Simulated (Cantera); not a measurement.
Input: 1 mol SiHCl3, 19 mol H2, a varied amount of HCl, held at 973 K and 28.0 mbar.

Equilibrium computed with Cantera from the NASA thermochemical tables; the gas is ideal and each condensed phase is pure. Candidate condensed phases: Si; 19 gas species. Equilibrium is a limit: real reactors are often held back by kinetics, nucleation or transport.

Which condensed phases are stable at each of these points (n(HCl) (mol)): 0.053, 0.079, 0.12, 0.18, 0.27, 0.4, 0.6, 0.9, 1.3, 2, 3?


| n(HCl) (mol) | condensed phases | Si condensed (%) |
|---|---|---|
| 0.053 | Si(s) | 26.5 |
| 0.079 | Si(s) | 25.8 |
| 0.12 | Si(s) | 24.8 |
| 0.18 | Si(s) | 23.3 |
| 0.27 | Si(s) | 21.0 |
| 0.4 | Si(s) | 17.6 |
| 0.6 | Si(s) | 12.5 |
| 0.9 | Si(s) | 4.9 |
| 1.3 | gas only | 0.0 |
| 2 | gas only | 0.0 |
| 3 | gas only | 0.0 |

From 0.053 mol HCl to 0.9 mol HCl the condensed part is Si(s). From 1.3 mol HCl to 3 mol HCl nothing is condensed.
